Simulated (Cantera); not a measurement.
Charge: 1 mol PbO, 0.49 mol CO, 9.2 mol N₂, held at 727 °C and 100 Torr.

These are equilibrium values from Cantera (NASA tables, ideal gas, pure condensed phases), not measurements of a reactor. Candidate condensed phases: C, Pb, PbO, PbO₂, Pb₃O₄; 27 gas species. Equilibrium is a limit: real reactors are often held back by kinetics, nucleation or transport.

Base state: N₂ 0.949, CO₂ 0.0506, Pb 0.000121 (mole fractions); condensed: Pb(l) + PbO(yellow).

Question: What changes in the equilibrium state with this change: PbO replaced by Pb?

Answer: 
```csv
species,before,after
N₂,0.949,0.949
CO,5.19e-6,0.0502
CO₂,0.0506,0.000191
Pb,0.000121,0.000121
"Pb(l), mol",0.489,0.999
"PbO(yellow), mol",0.510,0
"C(graphite), mol",0,0.00185
```

Question: What changes in the equilibrium state with this change: temperature from 727 °C to 952 °C?

Answer: 
```csv
species,before,after
N₂,0.949,0.942
CO₂,0.0506,0.0501
Pb,0.000121,0.00701
PbO,2.29e-6,0.000847
CO,5.19e-6,2.53e-5
"Pb(l), mol",0.489,0.421
"PbO(yellow), mol",0.510,0
"PbO(l), mol",0,0.502
```
Each liquid is taken as pure. Mutual solubility and eutectic melting of coexisting phases are not modelled. Gases not in the tables: (PbO)n polymers.
